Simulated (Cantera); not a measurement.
Cantera with NASA thermochemical tables; ideal gases at 1 bar, condensed phases pure. Values are per mole of reaction as written; species without (g) are pure solids or liquids, kept so even where they would boil at 1 bar.

2 CF2(g) ⇌ CF4(g) + C

```json
[
 {"T (K)": "300", "ΔH° (kJ)": "-569.1", "ΔS° (J/K)": "-214.6", "ΔG° (kJ)": "-504.7", "log10 K": "87.88"},
 {"T (K)": "1525", "ΔH° (kJ)": "?", "ΔS° (J/K)": "?", "ΔG° (kJ)": "?", "log10 K": "?"},
 {"T (K)": "1550", "ΔH° (kJ)": "-557.9", "ΔS° (J/K)": "-204.6", "ΔG° (kJ)": "-240.7", "log10 K": "8.11"},
 {"T (K)": "1575", "ΔH° (kJ)": "-557.5", "ΔS° (J/K)": "-204.4", "ΔG° (kJ)": "-235.6", "log10 K": "7.81"},
 {"T (K)": "1600", "ΔH° (kJ)": "-557.1", "ΔS° (J/K)": "-204.2", "ΔG° (kJ)": "-230.5", "log10 K": "7.52"},
 {"T (K)": "1625", "ΔH° (kJ)": "?", "ΔS° (J/K)": "?", "ΔG° (kJ)": "?", "log10 K": "?"},
 {"T (K)": "1650", "ΔH° (kJ)": "?", "ΔS° (J/K)": "?", "ΔG° (kJ)": "?", "log10 K": "?"},
 {"T (K)": "1675", "ΔH° (kJ)": "-556.0", "ΔS° (J/K)": "-203.5", "ΔG° (kJ)": "-215.2", "log10 K": "6.71"}
]
```

Fill in the missing entries.


- 1525, ΔH° (kJ): -558.3
- 1525, ΔS° (J/K): -204.9
- 1525, ΔG° (kJ): -245.8
- 1525, log10 K: 8.42
- 1625, ΔH° (kJ): -556.8
- 1625, ΔS° (J/K): -203.9
- 1625, ΔG° (kJ): -225.4
- 1625, log10 K: 7.24
- 1650, ΔH° (kJ): -556.4
- 1650, ΔS° (J/K): -203.7
- 1650, ΔG° (kJ): -220.3
- 1650, log10 K: 6.97
